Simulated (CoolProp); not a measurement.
Vapour-liquid equilibrium of CH2F2 (R32) (1) + R1234yf (2) at 493 kPa; x and y are mole fractions of (1).

Model: multi-fluid Helmholtz-energy mixture model, Tillner-Roth 1997 and Lemmon 2022; pair parameters Bell 2023, in CoolProp.

Question: Give the bubble temperature and the first vapour's composition at x = 0.35, 0.65, 0.95. Is there an azeotrope?

Answer: x = 0.35: 268.9 K, y = 0.600; x = 0.65: 262.3 K, y = 0.797; x = 0.95: 258.8 K, y = 0.963. No azeotrope shows between x = 0.05 and 0.95.

Pair parameters are fitted to limited data, so mixtures are less certain than the pure fluids.
